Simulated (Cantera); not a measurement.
An adiabatic, constant-pressure homogeneous reactor starts with H2 : O2 : N2 = 1 : 1 : 3.76 (molar parts), equivalence ratio 0.50, at 1498 K and 1400000 Pa. Integrator tolerance rtol = 1e-08.

Cantera simulation using the H2/O2 subset of GRI-Mech 3.0, which has no nitrogen chemistry; the numbers are that mechanism's predictions, not measurements. The hydrogen kinetics of GRI-Mech 3.0 are dated; newer H2 mechanisms differ, most at raised pressure. The pressure lies above the range GRI-Mech 3.0 was tuned for (to about 10 atm).

Task: What does this change do: initial temperature 1498 to 1123 K?

Result: 
| quantity | before | after |
|---|---|---|
| time of steepest temperature rise | 1.24 µs | 0.717 ms |
| temperature at 4.00 s | 2631 K | 2337 K |
| equilibrium temperature | 2631 K | 2337 K |
| x(H2) at 4.00 s | 0.00175 (gas-phase equilibrium 0.00175) | 0.000419 (gas-phase equilibrium 0.000419) |
| x(O2) at 4.00 s | 0.0914 (gas-phase equilibrium 0.0914) | 0.0936 (gas-phase equilibrium 0.0936) |
| x(H2O2) at 4.00 s | 1.89e-6 (gas-phase equilibrium 1.89e-6) | 1.04e-6 (gas-phase equilibrium 1.04e-6) |
| x(OH) at 4.00 s | 0.0121 (gas-phase equilibrium 0.0121) | 0.00485 (gas-phase equilibrium 0.00485) |
| x(H2O) at 4.00 s | 0.181 (gas-phase equilibrium 0.181) | 0.187 (gas-phase equilibrium 0.187) |
| x(O) at 4.00 s | 0.00217 (gas-phase equilibrium 0.00217) | 0.000504 (gas-phase equilibrium 0.000504) |

Task: What does this change do: pressure from 1400000 Pa to 65000 Pa?

Result: 
```
quantity                                                            before                                    after
---------------------------------  ---------------------------------------  ---------------------------------------
time of steepest temperature rise                                  1.24 µs                                  21.9 µs
temperature at 4.00 s                                               2631 K                                   2535 K
equilibrium temperature                                             2631 K                                   2535 K
x(H2) at 4.00 s                    0.00175 (gas-phase equilibrium 0.00175)  0.00506 (gas-phase equilibrium 0.00506)
x(O2) at 4.00 s                      0.0914 (gas-phase equilibrium 0.0914)    0.0891 (gas-phase equilibrium 0.0891)
x(H2O2) at 4.00 s                  1.89e-6 (gas-phase equilibrium 1.89e-6)  3.14e-7 (gas-phase equilibrium 3.14e-7)
x(OH) at 4.00 s                      0.0121 (gas-phase equilibrium 0.0121)    0.0190 (gas-phase equilibrium 0.0190)
x(H2O) at 4.00 s                       0.181 (gas-phase equilibrium 0.181)      0.172 (gas-phase equilibrium 0.172)
x(O) at 4.00 s                     0.00217 (gas-phase equilibrium 0.00217)  0.00641 (gas-phase equilibrium 0.00641)
```

Task: What does this change do: O2 1 to 0.53 parts?

Result: 
```tsv
quantity	before	after
time of steepest temperature rise	1.24 µs	1.74 µs
temperature at 4.00 s	2631 K	2712 K
equilibrium temperature	2631 K	2712 K
x(H2) at 4.00 s	0.00175 (gas-phase equilibrium 0.00175)	0.00872 (gas-phase equilibrium 0.00872)
x(O2) at 4.00 s	0.0914 (gas-phase equilibrium 0.0914)	0.00834 (gas-phase equilibrium 0.00834)
x(H2O2) at 4.00 s	1.89e-6 (gas-phase equilibrium 1.89e-6)	7.09e-7 (gas-phase equilibrium 7.09e-7)
x(OH) at 4.00 s	0.0121 (gas-phase equilibrium 0.0121)	0.00855 (gas-phase equilibrium 0.00855)
x(H2O) at 4.00 s	0.181 (gas-phase equilibrium 0.181)	0.193 (gas-phase equilibrium 0.193)
x(O) at 4.00 s	0.00217 (gas-phase equilibrium 0.00217)	0.000931 (gas-phase equilibrium 0.000931)
```
